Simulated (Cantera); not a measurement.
## Gas activation for diamond growth

A perfectly stirred reactor is fed with CH₄ : H₂ : CO₂ = 0.014 : 1 : 0.014 (molar parts), at 0.109 atm; it is held at 1773 K, and followed from long to short residence time.

Cantera simulation using GRI-Mech 3.0 (53 species, 325 reactions); the numbers are that mechanism's predictions, not measurements.

```csv
τ (s),x CH₄,x H₂,x CO₂,x C₂H₆,x C₂H₄
7.6,0.00238,0.966,7.39e-5,3.02e-8,1.23e-5
1.5,0.00451,0.964,0.000186,1.05e-7,1.37e-5
0.31,0.00783,0.962,0.000701,3.04e-7,1.33e-5
0.063,0.0113,0.962,0.00287,5.82e-7,1.33e-5
0.013,0.0130,0.967,0.00825,5.89e-7,1.12e-5
0.0026,0.0135,0.972,0.0128,1.83e-7,3.09e-6
0.00053,0.0136,0.973,0.0136,1.15e-8,7.89e-8
```
x: mole fraction; the columns are a selection and need not sum to one.
